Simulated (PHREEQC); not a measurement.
1 kg of water holding 0.064 mol/kgw KOH meets 20 L of dry gas (CO2 0.47, H2 0.53 by moles) at fixed total pressure, at 30 atm; fugacities by Peng-Robinson. The gases take part in no redox reaction, some water evaporates into the gas, and hydrates or a liquid gas phase aren't modelled. Precipitation was switched off in this run.

The numbers come from PHREEQC with the ion-association model, phreeqc.dat.

```json
[
 {"T (°C)": "10", "dissolved CO2 (all carbonate carbon) (mol/kgw)": "0.667", "φ of CO2": "0.856", "p of CO2 (atm)": "13.7", "dissolved H2 (mol/kgw)": "0.0142", "φ of H2": "1.038", "p of H2 (atm)": "16.3", "pH": "5.39"},
 {"T (°C)": "20", "dissolved CO2 (all carbonate carbon) (mol/kgw)": "0.514", "φ of CO2": "0.869", "p of CO2 (atm)": "13.8", "dissolved H2 (mol/kgw)": "0.0130", "φ of H2": "1.035", "p of H2 (atm)": "16.2", "pH": "5.44"},
 {"T (°C)": "30", "dissolved CO2 (all carbonate carbon) (mol/kgw)": "0.413", "φ of CO2": "0.881", "p of CO2 (atm)": "13.8", "dissolved H2 (mol/kgw)": "0.0123", "φ of H2": "1.033", "p of H2 (atm)": "16.1", "pH": "5.49"},
 {"T (°C)": "40", "dissolved CO2 (all carbonate carbon) (mol/kgw)": "0.346", "φ of CO2": "0.892", "p of CO2 (atm)": "13.8", "dissolved H2 (mol/kgw)": "0.0118", "φ of H2": "1.031", "p of H2 (atm)": "16.1", "pH": "5.55"},
 {"T (°C)": "50", "dissolved CO2 (all carbonate carbon) (mol/kgw)": "0.298", "φ of CO2": "0.902", "p of CO2 (atm)": "13.8", "dissolved H2 (mol/kgw)": "0.0115", "φ of H2": "1.029", "p of H2 (atm)": "16.0", "pH": "5.62"},
 {"T (°C)": "60", "dissolved CO2 (all carbonate carbon) (mol/kgw)": "0.264", "φ of CO2": "0.911", "p of CO2 (atm)": "13.8", "dissolved H2 (mol/kgw)": "0.0114", "φ of H2": "1.027", "p of H2 (atm)": "16.0", "pH": "5.69"},
 {"T (°C)": "70", "dissolved CO2 (all carbonate carbon) (mol/kgw)": "0.239", "φ of CO2": "0.918", "p of CO2 (atm)": "13.8", "dissolved H2 (mol/kgw)": "0.0114", "φ of H2": "1.026", "p of H2 (atm)": "15.9", "pH": "5.77"},
 {"T (°C)": "80", "dissolved CO2 (all carbonate carbon) (mol/kgw)": "0.220", "φ of CO2": "0.925", "p of CO2 (atm)": "13.7", "dissolved H2 (mol/kgw)": "0.0115", "φ of H2": "1.025", "p of H2 (atm)": "15.8", "pH": "5.85"},
 {"T (°C)": "90", "dissolved CO2 (all carbonate carbon) (mol/kgw)": "0.205", "φ of CO2": "0.932", "p of CO2 (atm)": "13.6", "dissolved H2 (mol/kgw)": "0.0117", "φ of H2": "1.024", "p of H2 (atm)": "15.6", "pH": "5.93"}
]
```

Complexes and solids missing from the database can't appear. Away from 25 °C the constants follow the database's enthalpies or fits; those with neither stay at their 25 °C values.
